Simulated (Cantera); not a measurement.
Carbothermic reduction: Ta2O5 + CO + H2

Feed: 1 mol Ta2O5, 14 mol CO, a varied amount of H2, at 2425 K and 32000 Pa.

Equilibrium computed with Cantera from the NASA thermochemical tables; the gas is ideal and each condensed phase is pure. Candidate condensed phases: C, C6H6, C7H8, C8H18, H2O, Ta, TaC, Ta2O5; 113 gas species. Mutual solubility and eutectic melting of coexisting phases are not modelled. TaC: taken at fixed stoichiometry. Condensed phases not in the tables: Ta2C. Kinetics and transport are ignored.

From 0.78 mol H2 to 5.6 mol H2 the condensed part is TaC(s) + Ta2O5(l). The main Ta-bearing gas is TaO2 throughout.

| n(H2) (mol) | log p CO | log p H2 | log p H | log p H2O | log p CO2 | n TaC(s) | n Ta2O5(l) |
|---|---|---|---|---|---|---|---|
| 0.78 | -0.52 | -1.81 | -2.65 | -3.94 | -3.43 | 0.00353 | 0.991 |
| 1.4 | -0.54 | -1.56 | -2.53 | -3.71 | -3.46 | 0.00454 | 0.990 |
| 2 | -0.56 | -1.42 | -2.46 | -3.57 | -3.48 | 0.00549 | 0.989 |
| 2.6 | -0.57 | -1.32 | -2.41 | -3.47 | -3.50 | 0.00643 | 0.988 |
| 3.2 | -0.59 | -1.25 | -2.37 | -3.40 | -3.52 | 0.00735 | 0.987 |
| 3.8 | -0.60 | -1.19 | -2.34 | -3.35 | -3.54 | 0.00825 | 0.986 |
| 4.4 | -0.62 | -1.14 | -2.32 | -3.30 | -3.56 | 0.00913 | 0.986 |
| 5 | -0.63 | -1.09 | -2.29 | -3.26 | -3.58 | 0.00999 | 0.985 |
| 5.6 | -0.65 | -1.06 | -2.28 | -3.23 | -3.59 | 0.0108 | 0.984 |
log p: log10 of the partial pressure in bar; n: condensed amount in mol.
